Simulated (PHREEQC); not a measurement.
Solution (25 °C): 0.015 mol H2SO4, 0.14 mol K2SO4 and 0.0069 mol CO2 per kg of water. Closed to the air; pH follows from the charge balance.

The numbers come from PHREEQC with the ion-association model, phreeqc.dat.

The ionic strength comes out as 0.349 mol/kgw. What activity coefficients do H+, KSO4-, SO4-2, HSO4-, K+ get?

H+ 0.78, KSO4- 0.71, SO4-2 0.24, HSO4- 0.73, K+ 0.67.

Precipitation was switched off in this run.
